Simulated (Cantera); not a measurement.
Equilibrium for nitride etching: Si₃N₄ + O₂ + H₂

Charge: 1 mol Si₃N₄, a varied amount of O₂, 16 mol H₂, equilibrated at 975 K and 0.195 Torr.

Cantera equilibrium calculation (NASA polynomials, part measured and part estimated; ideal gas, pure solids and liquids). Candidate condensed phases: H₂O, Si, SiO₂, Si₂N₂O, Si₃N₄; 35 gas species. The numbers say what is thermodynamically allowed, not how fast it happens.

From 0.11 mol O₂ to 0.66 mol O₂ the condensed part is Si₂N₂O(s) + Si₃N₄(s). From 0.79 mol O₂ to 0.93 mol O₂ the condensed part is SiO₂(β-quartz) + Si₂N₂O(s).

```json
[
 {"n(O₂) (mol)": "0.11", "log p H₂": "-3.59", "log p N₂": "-5.93", "log p H₂O": "<-15", "log p H": "-10.74", "log p NH₃": "-11.50", "n Si₂N₂O(s)": "0.220", "n Si₃N₄(s)": "0.853", "n SiO₂(β-quartz)": "0"},
 {"n(O₂) (mol)": "0.25", "log p H₂": "-3.59", "log p N₂": "-5.57", "log p H₂O": "<-15", "log p H": "-10.74", "log p NH₃": "-11.33", "n Si₂N₂O(s)": "0.500", "n Si₃N₄(s)": "0.667", "n SiO₂(β-quartz)": "0"},
 {"n(O₂) (mol)": "0.38", "log p H₂": "-3.59", "log p N₂": "-5.39", "log p H₂O": "<-15", "log p H": "-10.74", "log p NH₃": "-11.25", "n Si₂N₂O(s)": "0.760", "n Si₃N₄(s)": "0.493", "n SiO₂(β-quartz)": "0"},
 {"n(O₂) (mol)": "0.52", "log p H₂": "-3.59", "log p N₂": "-5.26", "log p H₂O": "<-15", "log p H": "-10.74", "log p NH₃": "-11.18", "n Si₂N₂O(s)": "1.04", "n Si₃N₄(s)": "0.307", "n SiO₂(β-quartz)": "0"},
 {"n(O₂) (mol)": "0.66", "log p H₂": "-3.60", "log p N₂": "-5.16", "log p H₂O": "<-15", "log p H": "-10.74", "log p NH₃": "-11.14", "n Si₂N₂O(s)": "1.32", "n Si₃N₄(s)": "0.120", "n SiO₂(β-quartz)": "0"},
 {"n(O₂) (mol)": "0.79", "log p H₂": "-3.60", "log p N₂": "-5.08", "log p H₂O": "-9.17", "log p H": "-10.74", "log p NH₃": "-11.10", "n Si₂N₂O(s)": "1.47", "n Si₃N₄(s)": "0", "n SiO₂(β-quartz)": "0.0533"},
 {"n(O₂) (mol)": "0.93", "log p H₂": "-3.60", "log p N₂": "-5.01", "log p H₂O": "-9.15", "log p H": "-10.74", "log p NH₃": "-11.07", "n Si₂N₂O(s)": "1.38", "n Si₃N₄(s)": "0", "n SiO₂(β-quartz)": "0.240"}
]
```
log p: log10 of the partial pressure in bar; n: condensed amount in mol.
